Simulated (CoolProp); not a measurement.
Saturation properties of ethylene.

Computed with CoolProp (reference Helmholtz-energy equation of state, Smukala 2000).

```json
[
 {"T (°C)": "-51.15", "p (MPa)": "1.023", "vapour density (kg/m³)": "18.66", "liquid cp (kJ/(kg K))": "2.724"},
 {"T (°C)": "-46.85", "p (MPa)": "1.175", "vapour density (kg/m³)": "21.48", "liquid cp (kJ/(kg K))": "2.782"},
 {"T (°C)": "-42.55", "p (MPa)": "1.344", "vapour density (kg/m³)": "24.65", "liquid cp (kJ/(kg K))": "2.850"},
 {"T (°C)": "-38.25", "p (MPa)": "1.530", "vapour density (kg/m³)": "28.22", "liquid cp (kJ/(kg K))": "2.929"},
 {"T (°C)": "-33.95", "p (MPa)": "1.733", "vapour density (kg/m³)": "32.26", "liquid cp (kJ/(kg K))": "3.023"},
 {"T (°C)": "-29.65", "p (MPa)": "1.955", "vapour density (kg/m³)": "36.83", "liquid cp (kJ/(kg K))": "3.137"},
 {"T (°C)": "-25.35", "p (MPa)": "2.198", "vapour density (kg/m³)": "42.03", "liquid cp (kJ/(kg K))": "3.278"},
 {"T (°C)": "-21.05", "p (MPa)": "2.461", "vapour density (kg/m³)": "47.98", "liquid cp (kJ/(kg K))": "3.455"},
 {"T (°C)": "-16.75", "p (MPa)": "2.746", "vapour density (kg/m³)": "54.87", "liquid cp (kJ/(kg K))": "3.687"},
 {"T (°C)": "-12.45", "p (MPa)": "3.055", "vapour density (kg/m³)": "62.95", "liquid cp (kJ/(kg K))": "4.005"}
]
```

It boils at -103.8 °C under 1 atm.
